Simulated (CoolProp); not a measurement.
Vapour-liquid equilibrium of toluene (1) + n-decane (2) at 528.7 K; x and y are mole fractions of (1).

Values from CoolProp's multi-fluid Helmholtz-energy mixture model, Lemmon 2006 and Lemmon 2006; pair parameters Bell 2016.

| x | bubble pressure, mixture model (MPa) | bubble pressure, Raoult's law (MPa) | y, mixture model | y, Raoult's law |
|---|---|---|---|---|
| 0.05 | 0.6061 | 0.6182 | 0.111 | 0.146 |
| 0.15 | 0.7152 | 0.7437 | 0.297 | 0.365 |
| 0.25 | 0.8319 | 0.8692 | 0.445 | 0.521 |
| 0.35 | 0.9534 | 0.9947 | 0.562 | 0.637 |
| 0.45 | 1.078 | 1.120 | 0.658 | 0.727 |
| 0.55 | 1.205 | 1.246 | 0.737 | 0.799 |
| 0.65 | 1.334 | 1.371 | 0.806 | 0.858 |
| 0.75 | 1.465 | 1.497 | 0.867 | 0.907 |
| 0.85 | 1.600 | 1.622 | 0.922 | 0.949 |
| 0.95 | 1.739 | 1.748 | 0.975 | 0.984 |

The largest gap from Raoult's law is -4.3 % in bubble pressure, at x = 0.25. No azeotrope shows between x = 0.05 and 0.95.

The pair parameters rest on a limited set of measurements; away from them the model extrapolates.
